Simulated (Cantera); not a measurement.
An isothermal, constant-pressure homogeneous reactor starts with N₂O : H₂O = 1 : 0.017 (molar parts), at 1575 K and 20.0 Torr. Integrator tolerance rtol = 1e-08.

Computed with Cantera and GRI-Mech 3.0 (53 species, 325 reactions). GRI-Mech 3.0 was tuned for natural gas; its chemistry of N2O as a main component is partial and can be far from experiment. Radical loss at walls, strong at low pressure, is not modelled. The temperature is held fixed by assumption; the heat of reaction is taken as removed at once.

Question: What does this change do: pressure from 20.0 Torr to 3.90 Torr?

Answer: 
```csv
quantity,before,after
x(N₂O) at 100 s,6.19e-6 (gas-phase equilibrium 1.79e-8),5.17e-6 (gas-phase equilibrium 7.89e-9)
x(H₂O) at 100 s,0.0111 (gas-phase equilibrium 0.0111),0.0111 (gas-phase equilibrium 0.0111)
x(OH) at 100 s,0.000127 (gas-phase equilibrium 0.000135),0.000191 (gas-phase equilibrium 0.000203)
x(H) at 100 s,2.13e-7 (gas-phase equilibrium 1.97e-7),7.34e-7 (gas-phase equilibrium 6.69e-7)
x(H₂O₂) at 100 s,2.89e-10 (gas-phase equilibrium 3.28e-10),1.26e-10 (gas-phase equilibrium 1.44e-10)
x(NO) at 100 s,0.156 (gas-phase equilibrium 0.00199),0.161 (gas-phase equilibrium 0.00199)
x(HO₂) at 100 s,4.98e-8 (gas-phase equilibrium 6.09e-8),3.27e-8 (gas-phase equilibrium 4.04e-8)
```

Question: What does this change do: temperature 1575 to 1548 K?

Answer: 
```json
[
 {"quantity": "x(N₂O) at 100 s", "before": "6.19e-6 (gas-phase equilibrium 1.79e-8)", "after": "5.78e-6 (gas-phase equilibrium 1.59e-8)"},
 {"quantity": "x(H₂O) at 100 s", "before": "0.0111 (gas-phase equilibrium 0.0111)", "after": "0.0112 (gas-phase equilibrium 0.0112)"},
 {"quantity": "x(OH) at 100 s", "before": "0.000127 (gas-phase equilibrium 0.000135)", "after": "0.000102 (gas-phase equilibrium 0.000109)"},
 {"quantity": "x(H) at 100 s", "before": "2.13e-7 (gas-phase equilibrium 1.97e-7)", "after": "1.33e-7 (gas-phase equilibrium 1.23e-7)"},
 {"quantity": "x(H₂O₂) at 100 s", "before": "2.89e-10 (gas-phase equilibrium 3.28e-10)", "after": "2.51e-10 (gas-phase equilibrium 2.84e-10)"},
 {"quantity": "x(NO) at 100 s", "before": "0.156 (gas-phase equilibrium 0.00199)", "after": "0.151 (gas-phase equilibrium 0.00176)"},
 {"quantity": "x(HO₂) at 100 s", "before": "4.98e-8 (gas-phase equilibrium 6.09e-8)", "after": "4.21e-8 (gas-phase equilibrium 5.11e-8)"}
]
```
